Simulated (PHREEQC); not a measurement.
Make-up at 15 °C: 0.0033 mol/kgw CuSO4, 0.024 mol/kgw HNO3 and 0.0024 mol/kgw NaCl. Closed to the air; pH follows from the charge balance.

All values are PHREEQC results (ion-association model, wateq4f.dat), not measurements.

Precipitation was switched off in this run.

**Question.** Order these Cu species by the share of Cu that they hold, largest first: CuSO4, CuCl+, Cu+2.

**Answer.** Cu+2 (92 %), CuSO4 (7.4 %), CuCl+ (0.19 %)

The pH is 1.71 and the ionic strength 0.0356 mol/kgw.
